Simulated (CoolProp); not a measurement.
Vapour-liquid equilibrium of R152A (1) + isobutene (2) at 0.0643 bar; x and y are mole fractions of (1).

Computed with CoolProp (multi-fluid Helmholtz-energy mixture model, Outcalt 1996 and Lemmon 2005; pair parameters Bell 2016).

**Question.** Give the bubble temperature and the first vapour's composition at x = 0.05, 0.25, 0.55. Is there an azeotrope?

**Answer.** x = 0.05: -65.9 °C, y = 0.313; x = 0.25: -72.3 °C, y = 0.623; x = 0.55: -73.7 °C, y = 0.700. y crosses x between x = 0.65 and 0.75: the model has an azeotrope there.

Pair parameters are fitted to limited data, so mixtures are less certain than the pure fluids.
